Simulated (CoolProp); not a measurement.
The fluid at 293.15 K and 0.139 MPa is compressed adiabatically to 0.343 MPa with isentropic efficiency 0.6. The same conditions are run with several fluids, on thermodynamics alone (safety and materials aside).

Model: reference Helmholtz-energy equation of state of each fluid (CH2F2 (R32): Tillner-Roth 1997; R124: de Vries 1995; propane: Lemmon 2009; R13: Platzer 1990; hydrogen chloride: Thol 2018), in CoolProp. The equations of Platzer and Polt are older, rougher fits.

### Question
Rank CH2F2 (R32), R124, propane, R13, hydrogen chloride by work (kJ/kg), highest first.

### Answer
hydrogen chloride (114), propane (84.9), CH2F2 (R32) (75.4), R13 (36.5), R124 (26.5)

| fluid | final temperature (K) | final density (kg/m³) |
|---|---|---|
| CH2F2 (R32) | 379.2 | 5.76 |
| R124 | 331.4 | 18.1 |
| propane | 343.4 | 5.49 |
| R13 | 349.1 | 12.6 |
| hydrogen chloride | 435.6 | 3.47 |
